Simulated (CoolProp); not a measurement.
Vapour-liquid equilibrium of n-heptane (1) + p-xylene (2) at 30.05 °C; x and y are mole fractions of (1).

Computed with CoolProp (multi-fluid Helmholtz-energy mixture model, Span 2003 and Zhou 2012; pair parameters Bell 2016).

Problem. Give the bubble pressure and the first vapour's composition at x = 0.35, 0.5, 0.65. Is there an azeotrope?

Solution. x = 0.35: 0.04209 bar, y = 0.746; x = 0.5: 0.05083 bar, y = 0.830; x = 0.65: 0.05899 bar, y = 0.891. No azeotrope shows between x = 0.05 and 0.95.

The pair parameters rest on a limited set of measurements; away from them the model extrapolates.
